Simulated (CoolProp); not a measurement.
Properties of ammonia along the isobar 44600 kPa (Tc = 405.6 K, pc = 11360 kPa, ω = 0.256).

The numbers come from the reference Helmholtz-energy equation of state, Gao 2020 in CoolProp.

```
T (K)          phase       Z  cv (kJ/(kg K))  viscosity (µPa s)  conductivity (mW/(m K))  fugacity coefficient
-----  -------------  ------  --------------  -----------------  -----------------------  --------------------
391.2         liquid  0.4545           2.682               79.4                      356                0.1998
405.2         liquid  0.4579           2.669               72.1                      329                0.2378
419.1  supercritical  0.4638           2.657               65.7                      309                0.2778
433.1  supercritical  0.4725           2.646               60.0                      286                0.3197
447.1  supercritical  0.4846           2.636               54.9                      263                0.3624
461    supercritical  0.5003           2.627               50.4                      242                0.4051
475    supercritical  0.5202           2.617               46.4                      222                0.4476
489    supercritical  0.5442           2.605               42.9                      204                0.4890
502.9  supercritical  0.5715           2.591               39.9                      188                0.5285
516.9  supercritical  0.6015           2.576               37.5                      175                0.5662
530.9  supercritical  0.6326           2.562               35.5                      163                0.6018
544.9  supercritical  0.6636           2.550               34.0                      155                0.6350
558.8  supercritical  0.6935           2.540               32.9                      148                0.6657
```

Viscosity comes from a separate model (Fenghour 1995). Thermal conductivity comes from a separate model (Tufeu 1984).
